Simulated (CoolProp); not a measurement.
Saturated liquid density (kg/m³) of ammonia: the reference equation beside estimates from Tc = 132.4 °C, pc = 11.36 MPa, ω = 0.256. Rackett uses Z = 0.29056 − 0.08775 ω.

The numbers come from the reference Helmholtz-energy equation of state, Gao 2020 in CoolProp.

| T (°C) | reference | Rackett | van der Waals | Redlich-Kwong | Soave-Redlich-Kwong | Peng-Robinson |
|---|---|---|---|---|---|---|
| 47.15 | 567.8 | 497.3 | 299.4 | 424.5 | 445.1 | 505.1 |
| 51.45 | [?] | 491.2 | 295.7 | [?] | 438.4 | 497.6 |
| 55.75 | 553.0 | 484.9 | 291.8 | 410.8 | [?] | 489.7 |
| 59.95 | 545.4 | 478.6 | 287.9 | 403.8 | 424.4 | 481.7 |
| 64.25 | [?] | 472.0 | 283.9 | 396.5 | 416.9 | [?] |
| 68.55 | [?] | 465.2 | 279.6 | 388.8 | [?] | 464.3 |
| 72.85 | 520.7 | 458.1 | 275.3 | 381.0 | 400.9 | 455.0 |
| 77.05 | [?] | 451.0 | 270.8 | 373.0 | 392.6 | 445.5 |

### Question
Complete the blanks.

### Answer

- 51.45, reference: 560.5
- 51.45, Redlich-Kwong: 417.7
- 55.75, Soave-Redlich-Kwong: 431.4
- 64.25, reference: 537.4
- 64.25, Peng-Robinson: 473.2
- 68.55, reference: 529.2
- 68.55, Soave-Redlich-Kwong: 409.1
- 77.05, reference: 512.0

Absolute difference from the reference over all 8 rows, mean and median: Rackett 12.2 and 12.2 %, van der Waals 47.2 and 47.2 %, Redlich-Kwong 26.1 and 26.1 %, Soave-Redlich-Kwong 22.4 and 22.3 %, Peng-Robinson 11.9 and 11.8 %.
